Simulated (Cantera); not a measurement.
Input: 1 mol MgO, 0.2 mol Cl2, 0.076 mol O2, 0.38 mol H2O, at 7.90 bar.

Equilibrium computed with Cantera from the NASA thermochemical tables; the gas is ideal and each condensed phase is pure. Candidate condensed phases: H2O, Mg, MgCl2, MgO, Mg(OH)2; 22 gas species. Equilibrium is a limit: real reactors are often held back by kinetics, nucleation or transport.

x: gas mole fraction; n: condensed amount in mol.

```
T (°C)  x HCl  x H2O   x O2   x Cl2   x MgCl2  n MgO(s)
------  -----  -----  -----  ------  --------  --------
925     0.407  0.316  0.206  0.0697  0.000171     1.000
1000    0.428  0.303  0.211       ?         ?     1.000
1075    0.444  0.292  0.214  0.0469   0.00107     0.999
1150    0.455  0.285  0.217       ?         ?     0.998
1225    0.462  0.279  0.219  0.0315   0.00423     0.997
1300    0.464  0.276  0.221  0.0256   0.00733     0.995
1375    0.461  0.276  0.222  0.0206    0.0117     0.991
1450    0.454  0.278  0.223  0.0165    0.0174     0.987
```

Question: What belongs in the gaps?

Answer: 
- 1000, x Cl2: 0.0571
- 1000, x MgCl2: 0.000457
- 1150, x Cl2: 0.0385
- 1150, x MgCl2: 0.00223
